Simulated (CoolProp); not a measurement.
A simple Rankine cycle with toluene: condensing at 320.15 K, boiler at 2.88 MPa, turbine inlet 619 K, turbine efficiency 0.75, pump efficiency 0.7, no recuperator. Each further row changes one setting.

Computed with CoolProp (reference Helmholtz-energy equation of state, Lemmon 2006). It is a short technical equation, of lower accuracy than the large ones.

| case | thermal efficiency (%) | net work (kJ/kg) | heat in (kJ/kg) | turbine exit temperature (K) | volume ratio over the turbine |
|---|---|---|---|---|---|
| as stated | 21.6 | 186 | 863 | 499.2 | 289 |
| condensing temperature 312.15 K | 22.5 | 197 | 877 | 493.1 | 409 |
| boiler pressure 2.02 MPa | 20.6 | 182 | 883 | 512.0 | 186 |
| turbine efficiency 0.65 | 18.6 | 161 | 863 | 512.8 | 297 |
